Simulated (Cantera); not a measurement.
Charge: 1 mol AlN, 0.76 mol N2, at 1525 °C and 0.000590 bar.

Method: chemical equilibrium by Gibbs-energy minimisation in Cantera with the NASA 1993 tables (ideal gas, pure condensed phases). Candidate condensed phases: Al, AlN; 5 gas species. Equilibrium is a limit: real reactors are often held back by kinetics, nucleation or transport.

Base state: N2 0.980, Al 0.0202 (mole fractions); condensed: AlN(s).

Problem. What changes in the equilibrium state with this change: AlN replaced by Al2O3?

Solution. 
| species | before | after |
|---|---|---|
| N2 | 0.980 | 1.000 |
| Al | 0.0202 | 2.66e-7 |
| AlN(s), mol | 0.984 | 0 |
| Al2O3(s), mol | 0 | 1.00 |
Further candidate phases: Al2O3.

Problem. What changes in the equilibrium state with this change: pressure from 0.000590 bar to 0.000130 bar?

Solution. 
```
species      before  after
-----------  ------  -----
N2            0.980  0.781
Al           0.0202  0.219
AlN(s), mol   0.984  0.752
```

Problem. What changes in the equilibrium state with this change: temperature from 1525 °C to 2177 °C?

Solution. 
```
species      before  after
-----------  ------  -----
N2            0.980  0.558
Al           0.0202  0.442
AlN(s), mol   0.984      0
```
